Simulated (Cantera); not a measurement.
A closed system holds: 1 mol Si, 0.0033 mol O₂, 23 mol N₂, 4 mol N₂O, held at 9.90 bar.

Cantera equilibrium calculation (NASA polynomials, part measured and part estimated; ideal gas, pure solids and liquids). Candidate condensed phases: Si, SiO₂, Si₂N₂O, Si₃N₄; 16 gas species. The tables hold silica as quartz up to 1696 K and as liquid above; real silica turns to tridymite and cristobalite and melts near 1996 K. Equilibrium is a limit: real reactors are often held back by kinetics, nucleation or transport.

**Question.** At 1823 K, list the 3 most abundant gas species with their mole fractions, and the condensed phases.

**Answer.** N₂ 0.963, O₂ 0.0348, NO 0.00202. Condensed: SiO₂(condensed).
